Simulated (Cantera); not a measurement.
What does this Cantera script print?

```python
import numpy as np
import cantera as ct

gas = ct.Solution("gri30.yaml")


def delay(T, t_max=10):
    gas.TPX = T, 500000, {'CH4': 1, 'H2': 1.4, 'O2': 4.09, 'N2': 15.4}
    reactor = ct.IdealGasConstPressureReactor(gas, clone=False)
    net = ct.ReactorNet([reactor])
    net.rtol, net.atol = 1e-8, 1e-16
    while net.time < t_max:
        t_old, T_old = net.time, reactor.T
        net.step()
        if reactor.T > T + 400:  # ignition: a rise of 400 K
            return t_old + (T + 400 - T_old) / (reactor.T - T_old) * (net.time - t_old)
    return np.nan


taus = []
for T in [1023, 1098, 1173, 1248, 1323, 1398, 1473, 1548, 1623, 1698]:
    taus.append(delay(T))
    print(f"T0 = {T:6g} K   tau = {taus[-1]:.4e} s")
```

It prints:

```
T0 =   1023 K   tau = 8.5723e-03 s
T0 =   1098 K   tau = 1.0503e-03 s
T0 =   1173 K   tau = 2.5809e-04 s
T0 =   1248 K   tau = 1.1239e-04 s
T0 =   1323 K   tau = 6.0132e-05 s
T0 =   1398 K   tau = 3.5640e-05 s
T0 =   1473 K   tau = 2.2628e-05 s
T0 =   1548 K   tau = 1.5173e-05 s
T0 =   1623 K   tau = 1.0648e-05 s
T0 =   1698 K   tau = 7.7582e-06 s
```

Computed with Cantera and GRI-Mech 3.0 (53 species, 325 reactions).
